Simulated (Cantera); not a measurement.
An isothermal, constant-pressure homogeneous reactor starts with 14.7 % H₂, 9.17 % O₂, 76.1 % N₂, at 800 K and 14000 Pa.

Computed with Cantera and GRI-Mech 3.0 (53 species, 325 reactions). Radical loss at walls, strong at low pressure, is not modelled. Below about 950 K walls govern HO2 and H2O2 in real vessels. The temperature is held fixed by assumption; the heat of reaction is taken as removed at once.

Task: Predict: x(H₂) at 30.0 s; x(O₂) at 30.0 s; x(H₂O₂) at 30.0 s; x(NO₂) at 30.0 s; x(NO) at 30.0 s; x(H) at 30.0 s.

Result: 
* **x(H₂) at 30.0 s**: 0.0670 (gas-phase equilibrium <1e-12)
* **x(O₂) at 30.0 s**: 0.0526 (gas-phase equilibrium 0.0198)
* **x(H₂O₂) at 30.0 s**: 0.000131 (gas-phase equilibrium <1e-12)
* **x(NO₂) at 30.0 s**: 9.04e-9 (gas-phase equilibrium 2.23e-8)
* **x(NO) at 30.0 s**: 1.67e-9 (gas-phase equilibrium 6.32e-7)
* **x(H) at 30.0 s**: 2.11e-8 (gas-phase equilibrium <1e-12)
